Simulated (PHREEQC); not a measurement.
Dissolve 0.16 mol/kgw NaHSO4, 0.00018 mol/kgw K2HPO4 and 0.028 mol/kgw NaCl at 85 °C. Closed to the air; pH follows from the charge balance.

All values are PHREEQC results (ion-association model, wateq4f.dat), not measurements.

This is a speciation only: nothing precipitates in the calculation.

Task: Predict the pH, ionic strength, activity of water.

Result: pH 1.55; ionic strength 0.245 mol/kgw; activity of water 0.993.

Task: In which forms is K present?

Result: K+ 91 %, KSO4- 9.5 % of the K.

H3PO4, which wateq4f.dat lacks, is added to it with the constant of phreeqc.dat. Away from 25 °C the constants follow the database's enthalpies or fits; those with neither stay at their 25 °C values.
